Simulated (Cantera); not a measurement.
**Thermodynamics of aluminium and copper etching, feed Al + Cl2 + N2**

Input: 1 mol Al, 0.94 mol Cl2, 0.94 mol N2, at 45.0 mbar.

Equilibrium computed with Cantera from the NASA thermochemical tables; the gas is ideal and each condensed phase is pure. Candidate condensed phases: Al, AlCl3, AlN; 11 gas species. The tables' values for AlCl2 are old estimates; treat these amounts as uncertain. Equilibrium is a limit: real reactors are often held back by kinetics, nucleation or transport.

From 773 K to 1423 K the condensed part is AlN(s). The main Al-bearing gas is AlCl3 throughout.

```json
[
 {"T (K)": "773", "x N2": "0.569", "x AlCl3": "0.389", "x Al2Cl6": "0.0423", "x AlCl2": "1.98e-9", "n AlN(s)": "0.373"},
 {"T (K)": "823", "x N2": "0.555", "x AlCl3": "0.428", "x Al2Cl6": "0.0168", "x AlCl2": "1.59e-8", "n AlN(s)": "0.373"},
 {"T (K)": "873", "x N2": "0.550", "x AlCl3": "0.444", "x Al2Cl6": "0.00673", "x AlCl2": "9.62e-8", "n AlN(s)": "0.373"},
 {"T (K)": "923", "x N2": "0.547", "x AlCl3": "0.450", "x Al2Cl6": "0.00289", "x AlCl2": "4.72e-7", "n AlN(s)": "0.373"},
 {"T (K)": "973", "x N2": "0.547", "x AlCl3": "0.452", "x Al2Cl6": "0.00134", "x AlCl2": "1.95e-6", "n AlN(s)": "0.373"},
 {"T (K)": "1023", "x N2": "0.546", "x AlCl3": "0.453", "x Al2Cl6": "0.000673", "x AlCl2": "7.01e-6", "n AlN(s)": "0.373"},
 {"T (K)": "1073", "x N2": "0.546", "x AlCl3": "0.454", "x Al2Cl6": "0.000361", "x AlCl2": "2.22e-5", "n AlN(s)": "0.373"},
 {"T (K)": "1123", "x N2": "0.546", "x AlCl3": "0.454", "x Al2Cl6": "0.000205", "x AlCl2": "6.36e-5", "n AlN(s)": "0.373"},
 {"T (K)": "1173", "x N2": "0.546", "x AlCl3": "0.454", "x Al2Cl6": "0.000123", "x AlCl2": "0.000166", "n AlN(s)": "0.373"},
 {"T (K)": "1223", "x N2": "0.546", "x AlCl3": "0.454", "x Al2Cl6": "7.67e-5", "x AlCl2": "0.000399", "n AlN(s)": "0.373"},
 {"T (K)": "1273", "x N2": "0.546", "x AlCl3": "0.453", "x Al2Cl6": "4.99e-5", "x AlCl2": "0.000895", "n AlN(s)": "0.373"},
 {"T (K)": "1323", "x N2": "0.546", "x AlCl3": "0.452", "x Al2Cl6": "3.35e-5", "x AlCl2": "0.00188", "n AlN(s)": "0.372"},
 {"T (K)": "1373", "x N2": "0.545", "x AlCl3": "0.450", "x Al2Cl6": "2.31e-5", "x AlCl2": "0.00374", "n AlN(s)": "0.371"},
 {"T (K)": "1423", "x N2": "0.545", "x AlCl3": "0.447", "x Al2Cl6": "1.63e-5", "x AlCl2": "0.00706", "n AlN(s)": "0.369"}
]
```
x: gas mole fraction; n: condensed amount in mol.
